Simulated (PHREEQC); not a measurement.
Make-up at 40 °C: 0.046 mol/kgw SrCl2, 3.1e-06 mol/kgw CO2 and 0.018 mol/kgw NaCl. Closed to the air; pH follows from the charge balance.

Equilibrium calculation in PHREEQC: ion-association model, phreeqc.dat.

Precipitation was switched off in this run.

Q: Order these C species by the share of C that they hold, largest first: NaHCO3, HCO3-, SrHCO3+, CO2.

A: CO2 (55 %), HCO3- (32 %), SrHCO3+ (13 %), NaHCO3 (0.17 %)

The pH is 5.93 and the ionic strength 0.156 mol/kgw. Away from 25 °C the constants follow the database's enthalpies or fits; those with neither stay at their 25 °C values.
